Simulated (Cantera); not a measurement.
What does this Cantera script print?

```python
import numpy as np
import cantera as ct

gas = ct.Solution("gri30.yaml")
gas.TP = 300, 100000
flame = ct.CounterflowDiffusionFlame(gas, width=0.02)
flame.fuel_inlet.X, flame.fuel_inlet.T = {'CH4': 1}, 450
flame.oxidizer_inlet.X, flame.oxidizer_inlet.T = {'O2': 0.2, 'N2': 0.8}, 600
flame.set_refine_criteria(ratio=3, slope=0.12, curve=0.24, prune=0.03)
show = ['OH', 'H', 'NO', 'CO', 'C2H2']

rows = []
print(f"{'mdot':>8s}{'a_max':>10s}{'a_mean':>10s}{'Tmax/K':>9s}" + "".join(f"{s:>11s}" for s in show) + "   (peak mole fractions)")
for i, mdot in enumerate([0.25, 0.38, 0.57, 0.86, 1.3, 2, 3]):  # kg/m2/s on the oxidiser side
    flame.oxidizer_inlet.mdot, flame.fuel_inlet.mdot = mdot, 0.96 * mdot
    flame.solve(loglevel=0, auto=(i == 0))
    if flame.T.max() < max(450, 600) + 100:
        print(f"{mdot:8.3g}  no burning solution found from the previous one")
        break
    dT = np.abs(np.gradient(flame.T, flame.grid))
    rows.append([flame.strain_rate("max"), flame.strain_rate("mean"), flame.T.max(),
                 *(flame.X[gas.species_index(s)].max() for s in show), max(dT[0], dT[-1]) / dT.max()])
    print(f"{mdot:8.3g}{rows[-1][0]:10.1f}{rows[-1][1]:10.1f}{rows[-1][2]:9.1f}" + "".join(f"{x:11.3e}" for x in rows[-1][3:-1]))
```

Result:

```
    mdot     a_max    a_mean   Tmax/K         OH          H         NO         CO       C2H2   (peak mole fractions)
    0.25     210.7      49.6   2124.7  8.149e-03  4.413e-03  2.784e-04  5.384e-02  1.372e-02
    0.38     306.5      75.4   2105.6  8.054e-03  4.643e-03  2.481e-04  5.285e-02  1.254e-02
    0.57     443.8     113.2   2089.2  7.966e-03  4.871e-03  2.165e-04  5.234e-02  1.160e-02
    0.86     648.8     170.7   2069.1  7.775e-03  5.051e-03  1.792e-04  5.204e-02  1.050e-02
     1.3     952.9     258.1   2043.8  7.431e-03  5.135e-03  1.375e-04  5.202e-02  9.248e-03
       2    1427.5     397.0   2007.3  6.816e-03  5.026e-03  9.151e-05  5.228e-02  7.603e-03
       3    2094.2     595.6   1954.8  5.843e-03  4.540e-03  4.874e-05  5.272e-02  5.452e-03
```

Computed with Cantera and GRI-Mech 3.0 (53 species, 325 reactions). GRI-Mech 3.0 has no aromatics or soot, which form on the fuel side of real flames. The maximum strain rate includes the flame's own expansion and is several times the mean.
